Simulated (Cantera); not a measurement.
A perfectly stirred reactor is fed with CH₄ : O₂ : N₂ = 1 : 1.18 : 4.42 (molar parts), equivalence ratio 1.7, at 6150 Torr; it is adiabatic with a 675 K inlet, and is followed from long to short residence time, starting on the burning branch (τ in s: 0.39, 0.13, 0.04, 0.013, 0.0041, 0.0013, 0.00042, 0.00013, 4.3e-05, 1.4e-05, 4.4e-06).

Cantera simulation using GRI-Mech 3.0 (53 species, 325 reactions); the numbers are that mechanism's predictions, not measurements.

**Question.** Predict: blow-out, bracketed by the residence times tried; x(CH₄) at τ = 0.390 s; x(O₂) at τ = 0.390 s; x(CO₂) at τ = 0.390 s; x(NO) at τ = 0.390 s; x(CH₂CO) at τ = 0.390 s; x(CH₄) at τ = 1.30 ms; x(O₂) at τ = 1.30 ms; x(CO₂) at τ = 1.30 ms; x(NO) at τ = 1.30 ms; x(CH₂CO) at τ = 1.30 ms.

**Answer.** 
- blow-out, bracketed by the residence times tried: burning at 0.420 ms, out at 0.130 ms
- x(CH₄) at τ = 0.390 s: 0.000408
- x(O₂) at τ = 0.390 s: 1.14e-5
- x(CO₂) at τ = 0.390 s: 0.0297
- x(NO) at τ = 0.390 s: 1.35e-5
- x(CH₂CO) at τ = 0.390 s: 2.31e-7
- x(CH₄) at τ = 1.30 ms: 0.00865
- x(O₂) at τ = 1.30 ms: 0.00220
- x(CO₂) at τ = 1.30 ms: 0.0334
- x(NO) at τ = 1.30 ms: 9.52e-6
- x(CH₂CO) at τ = 1.30 ms: 5.38e-5
